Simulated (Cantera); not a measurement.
A perfectly stirred reactor is fed with 9.15 % H2, 65.4 % O2, 25.5 % N2, equivalence ratio 0.070, at 20.0 Torr; it is held at 900 K, and followed from long to short residence time.

Cantera simulation using the H2/O2 subset of GRI-Mech 3.0, which has no nitrogen chemistry; the numbers are that mechanism's predictions, not measurements. Radical loss at walls, strong at low pressure, is not modelled. Below about 950 K walls govern HO2 and H2O2 in real vessels. The temperature is held fixed by assumption; the heat of reaction is taken as removed at once.

Task: Predict: x(H2) at τ = 15.0 s; x(O2) at τ = 15.0 s; x(O) at τ = 15.0 s; x(HO2) at τ = 15.0 s; x(H) at τ = 15.0 s; x(H2) at τ = 0.140 s; x(O2) at τ = 0.140 s; x(O) at τ = 0.140 s; x(HO2) at τ = 0.140 s; x(H) at τ = 0.140 s.

Result: 
```json
{
  "x(H2) at τ = 15.0 s": "0.000340",
  "x(O2) at τ = 15.0 s": "0.637",
  "x(O) at τ = 15.0 s": "5.96e-5",
  "x(HO2) at τ = 15.0 s": "3.52e-6",
  "x(H) at τ = 15.0 s": "3.74e-6",
  "x(H2) at τ = 0.140 s": "0.00448",
  "x(O2) at τ = 0.140 s": "0.637",
  "x(O) at τ = 0.140 s": "0.000889",
  "x(HO2) at τ = 0.140 s": "1.53e-5",
  "x(H) at τ = 0.140 s": "0.000385"
}
```
